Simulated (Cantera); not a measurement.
Pyrogenic steam for wet oxidation

An isothermal, constant-pressure homogeneous reactor starts with H2 : O2 : N2 = 1.9 : 1 : 2.4 (molar parts), equivalence ratio 0.95, at 1200 K and 82.5 Torr.

Cantera simulation using the H2/O2 subset of GRI-Mech 3.0, which has no nitrogen chemistry; the numbers are that mechanism's predictions, not measurements. The temperature is held fixed by assumption; the heat of reaction is taken as removed at once.

| t (s) | x H2 | x O2 | x HO2 | x H2O2 | x H2O | x H | x OH |
|---|---|---|---|---|---|---|---|
| 0.000600 | 0.0468 | 0.0519 | 1.02e-5 | 1.10e-6 | 0.282 | 0.109 | 0.00613 |
| 0.00174 | 0.0260 | 0.0280 | 6.79e-6 | 1.41e-6 | 0.381 | 0.0260 | 0.00333 |
| 0.00505 | 0.00972 | 0.0165 | 4.14e-6 | 1.36e-6 | 0.420 | 0.00411 | 0.00152 |
| 0.0146 | 0.00258 | 0.0126 | 2.69e-6 | 9.20e-7 | 0.433 | 0.000463 | 0.000663 |
| 0.0424 | 0.000473 | 0.0117 | 1.24e-6 | 3.55e-7 | 0.436 | 3.37e-5 | 0.000265 |
| 0.123 | 6.96e-5 | 0.0115 | 2.77e-7 | 8.81e-8 | 0.437 | 1.92e-6 | 0.000102 |
| 0.357 | 1.09e-5 | 0.0115 | 4.88e-8 | 1.94e-8 | 0.437 | 1.27e-7 | 4.23e-5 |
| 1.03 | 2.23e-6 | 0.0115 | 1.04e-8 | 4.81e-9 | 0.437 | 1.24e-8 | 1.99e-5 |
| 3.00 | 6.03e-7 | 0.0115 | 3.28e-9 | 1.43e-9 | 0.437 | 1.80e-9 | 1.06e-5 |
x: mole fraction; the columns are a selection and need not sum to one.

Equilibrium at this temperature and pressure: H2 1.57e-7, O2 0.0115, HO2 1.83e-9, H2O2 3.72e-10, H2O 0.437, H 2.37e-10, OH 5.27e-6 (gas phase only).
